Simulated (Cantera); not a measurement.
A closed system holds: 1 mol S, 5.6 mol H2O, 0.28 mol O2, held at 76.0 mbar.

These are equilibrium values from Cantera (NASA tables, ideal gas, pure condensed phases), not measurements of a reactor. Candidate condensed phases: H2O, H2SO4, S; 19 gas species. Rates play no part. All values below are at 1425 °C.

Base state: H2O 0.729, H2 0.131, SO2 0.110, S2 0.0151, H2S 0.00691, SO 0.00590, SH 0.00144, S2O 0.000361 (mole fractions); condensed: gas only.

### Question
What changes in the equilibrium state with this change: H2O from 5.6 to 0.14 mol?

### Answer
| species | before | after |
|---|---|---|
| S2 | 0.0151 | 0.427 |
| SO2 | 0.110 | 0.360 |
| H2O | 0.729 | 0.136 |
| H2 | 0.131 | 0.0311 |
| SO | 0.00590 | 0.0247 |
| S2O | 0.000361 | 0.00801 |
| S | 0.000138 | 0.000736 |
| OH | 5.43e-5 | 2.08e-5 |

### Question
What changes in the equilibrium state with this change: O2 from 0.28 to 7.7 mol?

### Answer
| species | before | after |
|---|---|---|
| O2 | 1.58e-7 | 0.503 |
| H2O | 0.729 | 0.420 |
| SO2 | 0.110 | 0.0749 |
| H2 | 0.131 | 4.23e-5 |
| S2 | 0.0151 | <1e-9 |
| H2S | 0.00691 | <1e-9 |
| SH | 0.00144 | <1e-9 |
| S2O | 0.000361 | <1e-9 |
| S | 0.000138 | <1e-9 |
| SO | 0.00590 | 2.26e-6 |
